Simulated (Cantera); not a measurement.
An adiabatic, constant-pressure homogeneous reactor starts with CH3OH : O2 : N2 = 1 : 1.9 : 7.14 (molar parts), at 1773 K and 750 Torr.

Computed with Cantera and GRI-Mech 3.0 (53 species, 325 reactions). GRI-Mech 3.0 was tuned for natural gas; its chemistry of methanol as a main component is partial and can be far from experiment.

Predict: time of steepest temperature rise; temperature at 0.600 s; equilibrium temperature; x(O2) at 0.600 s; x(N2O) at 0.600 s; x(H2O) at 0.600 s; x(OH) at 0.600 s; x(CO2) at 0.600 s.


```
Property                                                             Value
---------------------------------  ---------------------------------------
time of steepest temperature rise                                  33.7 µs
temperature at 0.600 s                                              2745 K
equilibrium temperature                                             2745 K
x(O2) at 0.600 s                     0.0438 (gas-phase equilibrium 0.0438)
x(N2O) at 0.600 s                  7.11e-7 (gas-phase equilibrium 7.11e-7)
x(H2O) at 0.600 s                      0.153 (gas-phase equilibrium 0.153)
x(OH) at 0.600 s                     0.0243 (gas-phase equilibrium 0.0243)
x(CO2) at 0.600 s                    0.0578 (gas-phase equilibrium 0.0578)
```
